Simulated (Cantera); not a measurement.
## Counterflow diffusion flame

A counterflow diffusion flame at 0.940 bar, nozzles 20 mm apart: fuel side 88.5 % CH₄, 11.5 % H₂ at 398 K, oxidiser side 25.0 % O₂, 75.0 % N₂ at 550 K, fuel mass flux 0.78 times the oxidiser's; mixture-averaged transport, no radiation.

Model: GRI-Mech 3.0 (53 species, 325 reactions), integrated in Cantera. GRI-Mech 3.0 has no aromatics or soot, which form on the fuel side of real flames. The maximum strain rate includes the flame's own expansion and is several times the mean.

| oxidiser flux (kg/m²/s) | max strain (1/s) | mean strain (1/s) | T max (K) | peak x OH | peak x H | peak x NO | peak x CO | peak x C₂H₂ |
|---|---|---|---|---|---|---|---|---|
| 0.56 | 460 | 100 | 2261 | 0.0137 | 0.00760 | 0.000365 | 0.0729 | 0.0167 |
| 0.77 | 611 | 138 | 2244 | 0.0135 | 0.00788 | 0.000328 | 0.0714 | 0.0160 |
| 1 | 776 | 179 | 2234 | 0.0135 | 0.00815 | 0.000301 | 0.0705 | 0.0156 |
| 1.4 | 1060 | 251 | 2218 | 0.0133 | 0.00848 | 0.000264 | 0.0695 | 0.0149 |
| 1.9 | 1400 | 340 | 2200 | 0.0130 | 0.00869 | 0.000227 | 0.0686 | 0.0141 |
| 2.6 | 1870 | 465 | 2181 | 0.0126 | 0.00886 | 0.000189 | 0.0679 | 0.0132 |
| 3.6 | 2540 | 644 | 2157 | 0.0120 | 0.00893 | 0.000149 | 0.0675 | 0.0120 |
| 4.9 | 3390 | 877 | 2129 | 0.0113 | 0.00885 | 0.000112 | 0.0672 | 0.0106 |
| 6.7 | 4550 | 1200 | 2092 | 0.0103 | 0.00850 | 7.63e-5 | 0.0672 | 0.00886 |
x: mole fraction; the columns are a selection and need not sum to one.
